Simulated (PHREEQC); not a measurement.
Model water analysis in mmol/kgw, 35 °C, pH 5.63, pe 8.5:

```tsv
constituent	mmol/kgw
Na	0.408
K	0.00218
Ca	0.149
Mg	0.0201
Cl	0.339
S(6)	0.0276
Alkalinity (meq/kgw)	0.365
Cd	0.00065
Zn	0.00751
Sr	0.00216
Pb	8.55e-05
```

Na is adjusted to close the charge balance.
Valence states are taken as typed.

The numbers come from PHREEQC with the ion-association model, phreeqc.dat.

```tsv
quantity	before	after
CO2 (mol/kgw)	0.00169	0.00648
Zn+2 (mol/kgw)	7.16e-6	2.58e-5
CaHCO3+ (mol/kgw)	6.78e-7	9.28e-6
Cd+2 (mol/kgw)	6.22e-7	2.25e-6
CaSO4 (mol/kgw)	5.71e-7	6.55e-6
SI of Otavite (CdCO3)	-2.24	-1.16
SI of Cerussite (PbCO3)	-2.34	-1.44
```

### Question
Name the change that produced these shifts.
A) temperature from 35 to 50 °C at the same typed pH
B) all concentrations times 4 at the same typed pH
C) pH from 5.63 to 5.5 at the same alkalinity
D) S(6) from 0.0276 to 0.0138 mmol/kgw
E) Pb from 8.55e-05 to 0.000257 mmol/kgw

### Answer
B, all concentrations times 4 at the same typed pH

This is a speciation only: nothing precipitates in the calculation. The database's zinc carbonate complexes are estimates, stronger than later reviews accept.
